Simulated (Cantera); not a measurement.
An adiabatic, constant-volume homogeneous reactor starts with CH4 : CO : O2 : N2 : H2O = 1 : 0.18 : 4.1 : 15.4 : 3.4 (molar parts), equivalence ratio 0.51, at 1373 K and 8.20 bar.

Model: GRI-Mech 3.0 (53 species, 325 reactions), integrated in Cantera.

Q: Predict: time of steepest temperature rise; temperature at 0.300 s; equilibrium temperature; x(CO) at 0.300 s; x(O2) at 0.300 s; x(NO) at 0.300 s; x(OH) at 0.300 s.

A: 
```
Quantity                                                              Result
---------------------------------  -----------------------------------------
time of steepest temperature rise                                   0.717 ms
temperature at 0.300 s                                                2402 K
equilibrium temperature                                               2402 K
x(CO) at 0.300 s                   0.000985 (gas-phase equilibrium 0.000985)
x(O2) at 0.300 s                       0.0773 (gas-phase equilibrium 0.0773)
x(NO) at 0.300 s                       0.0105 (gas-phase equilibrium 0.0105)
x(OH) at 0.300 s                     0.00626 (gas-phase equilibrium 0.00626)
```
